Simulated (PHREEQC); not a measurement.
3.2 g of hydrous ferric oxide (600 m²/g; 0.2 weak and 0.005 strong sites per Fe, Dzombak-Morel constants, diffuse double layer) in 1 kg of water with 0.005 mol/kgw of an inert sodium salt, at 25 °C; the pH is set by adding NaOH or the inert anion's acid. Oxygen alone is held at its pressure in air (log pO2 = -0.68). CO2 from the air is kept out. Precipitation was switched off in this run.

Base run: PHREEQC, ion-association model, wateq4f.dat. Each further column changes one thing. The table gives surface charge σ (C/m²).

```
pH      base  background salt from 0.005 to 0.0005 mol/kgw  oxide from 3.2 to 16 g/kgw  0.0017 mol/kgw CaCl2 added
----  ------  --------------------------------------------  --------------------------  --------------------------
4      0.198                                         0.140                       0.243                       0.226
5.12   0.086                                         0.044                       0.104                       0.107
5.88   0.043                                         0.018                       0.049                       0.057
7      0.013                                         0.004                       0.013                       0.018
8.12   0.000                                         0.000                       0.000                       0.003
8.88  -0.008                                        -0.003                      -0.008                      -0.003
10    -0.031                                        -0.013                      -0.034                      -0.020
```
